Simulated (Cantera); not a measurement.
Input: 1 mol Nb, 0.88 mol H₂O, 86 mol H₂, at 0.300 Pa.

Cantera equilibrium calculation (NASA polynomials, part measured and part estimated; ideal gas, pure solids and liquids). Candidate condensed phases: H₂O, Nb, NbO, NbO₂, Nb₂O₅; 12 gas species. Mutual solubility and eutectic melting of coexisting phases are not modelled. NbO: taken at fixed stoichiometry. Condensed phases not in the tables: N, O or C dissolved in the metal. Kinetics and transport are ignored.

x: gas mole fraction; n: condensed amount in mol.

```
T (K)   x H₂     x H    x NbO₂       x NbO     x H₂O     x OH  n Nb(s)  n NbO(s)
-----  -----  ------  --------  ----------  --------  -------  -------  --------
1623   0.961  0.0391   3.53e-5  (withheld)  0.000156  2.66e-7    0.137     0.859
1648   0.950  0.0501   7.04e-5  (withheld)  0.000185  4.38e-7    0.143     0.849
1673   0.936  0.0636  0.000137  (withheld)  0.000217  7.10e-7    0.152     0.831
1698   0.919  0.0800  0.000262  (withheld)  0.000253  1.13e-6    0.167     0.801
1723   0.899  0.0998  0.000492  (withheld)  0.000291  1.77e-6    0.192     0.748
1748   0.875   0.123  0.000905  (withheld)  0.000333  2.74e-6    0.235     0.653
1773   0.846   0.151   0.00163  (withheld)  0.000376  4.16e-6    0.310     0.485
1798   0.812   0.183   0.00290  (withheld)  0.000419  6.22e-6    0.440     0.189
1823   0.774   0.220   0.00359  (withheld)  0.000389  7.70e-6    0.512         0
1848   0.733   0.262   0.00335  (withheld)  0.000312  8.22e-6    0.489         0
```

Task: What belongs in the gaps?

Result: 
- 1623, x NbO: 1.29e-5
- 1648, x NbO: 2.53e-5
- 1673, x NbO: 4.85e-5
- 1698, x NbO: 9.13e-5
- 1723, x NbO: 0.000169
- 1748, x NbO: 0.000306
- 1773, x NbO: 0.000545
- 1798, x NbO: 0.000955
- 1823, x NbO: 0.00139
- 1848, x NbO: 0.00173
